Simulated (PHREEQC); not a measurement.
Ca(OH)2 is added in steps, without added water, to 1 kg of water holding 0.12 mol CdBr2, at 25 °C. O2 is buffered at 0.21 atm. The system is closed to CO2. The run lets Portlandite, Cd(OH)2 precipitate or redissolve, and no other solid.

Base run: PHREEQC, ion-association model, wateq4f.dat. Each further column changes one thing. The table gives Cd+2 (mol/kgw).

```tsv
Ca(OH)2 added (mol)	base	temperature from 25 to 20 °C	CdBr2 from 0.12 to 0.24 mol/kgw	no solid may form
0	0.0142	…	0.0175	0.0142
0.008125	0.0126	0.0123	0.0164	0.0117
0.02438	0.00987	0.00963	0.0142	0.00865
0.0325	0.00862	0.00841	0.0131	0.00743
0.04063	0.00746	0.00727	0.0121	0.00636
0.05688	0.00538	0.00525	0.0103	0.00454
0.065	0.00446	0.00435	0.00942	0.00377
0.07312	0.00362	0.00352	0.00862	0.00307
0.08937	0.00213	…	…	0.00188
0.0975	0.00149	0.00145	0.00646	0.00138
0.1056	0.000901	0.000878	0.00583	0.000949
0.1219	5.82e-9	3.56e-9	0.00468	…
0.13	2.08e-10	…	…	0.000164
```

**Question.** Fill in the missing entries.

**Answer.** 
- 0, temperature from 25 to 20 °C: 0.0138
- 0.08937, temperature from 25 to 20 °C: 0.00208
- 0.08937, CdBr2 from 0.12 to 0.24 mol/kgw: 0.00714
- 0.1219, no solid may form: 0.000329
- 0.13, temperature from 25 to 20 °C: 1.26e-10
- 0.13, CdBr2 from 0.12 to 0.24 mol/kgw: 0.00416

 In at least one series the solution becomes supersaturated in solids that the run did not let form, among them Cd(OH)2.
